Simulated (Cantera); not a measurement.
Feed: 1 mol SiC, 0.27 mol O2, 13 mol N2, held at 1.00 bar.

These are equilibrium values from Cantera (NASA tables, ideal gas, pure condensed phases), not measurements of a reactor. Candidate condensed phases: C, Si, SiC, SiO2, Si2N2O, Si3N4; 34 gas species. N2 is the only nitrogen source here; it is nearly inert below about 1500 K, so the nitride shown seldom forms there in practice. Mutual solubility and eutectic melting of coexisting phases are not modelled. Rates play no part.

x: gas mole fraction; n: condensed amount in mol.

| T (K) | x N2 | x CO | x SiO | x Si | x SiN | x C2N2 | n C(graphite) | n Si2N2O(s) | n SiC(s) |
|---|---|---|---|---|---|---|---|---|---|
| 1498 | 0.997 | 0.00319 | 1.80e-7 | 2.10e-12 | 2.72e-12 | 3.34e-9 | 0.960 | 0.500 | 0 |
| 1573 | 0.997 | 0.00319 | (withheld) | (withheld) | 5.25e-11 | (withheld) | 0.960 | 0.500 | 0 |
| 1648 | 0.997 | 0.00319 | 3.68e-6 | 1.06e-9 | 7.69e-10 | 3.28e-8 | 0.960 | 0.500 | 0 |
| 1723 | 0.997 | 0.00318 | (withheld) | (withheld) | 8.89e-9 | (withheld) | 0.960 | 0.500 | 0 |
| 1798 | 0.979 | 0.0210 | 0.000116 | 7.36e-8 | 3.24e-8 | 2.16e-7 | 0.259 | 0.265 | 0.468 |
| 1873 | 0.972 | 0.0271 | 0.000510 | 4.87e-7 | 1.73e-7 | 1.79e-7 | 0 | 0.176 | 0.642 |
| 1948 | 0.972 | 0.0266 | 0.00182 | 3.01e-6 | 8.79e-7 | 1.29e-7 | 0 | 0.164 | 0.648 |

Question: Some entries are withheld; supply them.

Answer: 
- 1573, x SiO: 8.75e-7
- 1573, x Si: 5.50e-11
- 1573, x C2N2: 1.11e-8
- 1723, x SiO: 1.36e-5
- 1723, x Si: 1.58e-8
- 1723, x C2N2: 8.85e-8
